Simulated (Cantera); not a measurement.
What does this Cantera script print?

```python
import numpy as np
import cantera as ct

gas_names = [...]  # 139 gases of nasa_gas.yaml made of C, Cu, H, N, O
cond_names = """
    C(gr) C6H6(L) C7H8(L) C8H18(L),n-octa Cu(cr) Cu(L) CuO(s) CuO2H2(s) Cu2O(s) Cu2O(L) H2O(s) H2O(L)
""".split()


# ... load() reads the species with a 1 bar reference pressure and builds the phases ...
atoms = {
    'Cu2O': {'Cu': 2, 'O': 1},
    'CH4': {'C': 1, 'H': 4},
    'N2': {'N': 2},
}
top_T = {'C(gr)': 4500, 'CuO(s)': 1390}  # K; cautious upper limits of use, not melting points


# ... equilibrate(T, P, feed) seeds the gas with the atoms and calls Mixture.equilibrate('TP', solver="vcs", rtol=1e-11, max_steps=5000) ...
results = []
feed = {'Cu2O': 1, 'CH4': 0.43, 'N2': 15}  # mol
for P in [10, 32, 100, 320, 1000, 3200, 10000, 32000, 100000, 320000, 1000000]:
    for T in [900, 1000, 1100, 1200, 1300, 1400, 1500, 1600, 1700, 1800, 1900]:
        mix = equilibrate(T, P, feed)
        results.append((T, P, feed, dict(zip(mix.species_names, mix.species_moles))))

for T, P, feed, n in results:
    print(f"{T:7g} {P:10.4g}  " + (" + ".join(c for c in cond_names if n.get(c, 0) > 1e-12) or "gas only"))
```

Result:

```
    900         10  Cu(cr)
   1000         10  Cu(cr)
   1100         10  Cu(cr)
   1200         10  Cu(cr)
   1300         10  Cu(cr)
   1400         10  Cu(L)
   1500         10  Cu(L)
   1600         10  gas only
   1700         10  gas only
   1800         10  gas only
   1900         10  gas only
    900         32  Cu(cr)
   1000         32  Cu(cr)
   1100         32  Cu(cr)
   1200         32  Cu(cr)
   1300         32  Cu(cr)
   1400         32  Cu(L)
   1500         32  Cu(L)
   1600         32  gas only
   1700         32  gas only
   1800         32  gas only
   1900         32  gas only
    900        100  Cu(cr)
   1000        100  Cu(cr)
   1100        100  Cu(cr)
   1200        100  Cu(cr)
   1300        100  Cu(cr)
   1400        100  Cu(L)
   1500        100  Cu(L)
   1600        100  Cu(L)
   1700        100  gas only
   1800        100  gas only
   1900        100  gas only
    900        320  Cu(cr)
   1000        320  Cu(cr)
   1100        320  Cu(cr)
   1200        320  Cu(cr)
   1300        320  Cu(cr)
   1400        320  Cu(L)
   1500        320  Cu(L)
   1600        320  Cu(L)
   1700        320  Cu(L)
   1800        320  gas only
   1900        320  gas only
    900       1000  Cu(cr)
   1000       1000  Cu(cr)
   1100       1000  Cu(cr)
   1200       1000  Cu(cr)
   1300       1000  Cu(cr)
   1400       1000  Cu(L)
   1500       1000  Cu(L)
   1600       1000  Cu(L)
   1700       1000  Cu(L)
   1800       1000  Cu(L)
   1900       1000  gas only
    900       3200  Cu(cr)
   1000       3200  Cu(cr)
   1100       3200  Cu(cr)
   1200       3200  Cu(cr)
   1300       3200  Cu(cr)
   1400       3200  Cu(L)
   1500       3200  Cu(L)
   1600       3200  Cu(L)
   1700       3200  Cu(L)
   1800       3200  Cu(L)
   1900       3200  Cu(L)
    900      1e+04  Cu(cr)
   1000      1e+04  Cu(cr)
   1100      1e+04  Cu(cr)
   1200      1e+04  Cu(cr)
   1300      1e+04  Cu(cr)
   1400      1e+04  Cu(L)
   1500      1e+04  Cu(L)
   1600      1e+04  Cu(L)
   1700      1e+04  Cu(L)
   1800      1e+04  Cu(L)
   1900      1e+04  Cu(L)
    900    3.2e+04  Cu(cr)
   1000    3.2e+04  Cu(cr)
   1100    3.2e+04  Cu(cr)
   1200    3.2e+04  Cu(cr)
   1300    3.2e+04  Cu(cr)
   1400    3.2e+04  Cu(L)
   1500    3.2e+04  Cu(L)
   1600    3.2e+04  Cu(L)
   1700    3.2e+04  Cu(L)
   1800    3.2e+04  Cu(L)
   1900    3.2e+04  Cu(L)
    900      1e+05  Cu(cr)
   1000      1e+05  Cu(cr)
   1100      1e+05  Cu(cr)
   1200      1e+05  Cu(cr)
   1300      1e+05  Cu(cr)
   1400      1e+05  Cu(L)
   1500      1e+05  Cu(L)
   1600      1e+05  Cu(L)
   1700      1e+05  Cu(L)
   1800      1e+05  Cu(L)
   1900      1e+05  Cu(L)
    900    3.2e+05  Cu(cr)
   1000    3.2e+05  Cu(cr)
   1100    3.2e+05  Cu(cr)
   1200    3.2e+05  Cu(cr)
   1300    3.2e+05  Cu(cr)
   1400    3.2e+05  Cu(L)
   1500    3.2e+05  Cu(L)
   1600    3.2e+05  Cu(L)
   1700    3.2e+05  Cu(L)
   1800    3.2e+05  Cu(L)
   1900    3.2e+05  Cu(L)
    900      1e+06  Cu(cr)
   1000      1e+06  Cu(cr)
   1100      1e+06  Cu(cr)
   1200      1e+06  Cu(cr)
   1300      1e+06  Cu(cr)
   1400      1e+06  Cu(L)
   1500      1e+06  Cu(L)
   1600      1e+06  Cu(L)
   1700      1e+06  Cu(L)
   1800      1e+06  Cu(L)
   1900      1e+06  Cu(L)
```

Method: chemical equilibrium by Gibbs-energy minimisation in Cantera with the NASA 1993 tables (ideal gas, pure condensed phases).
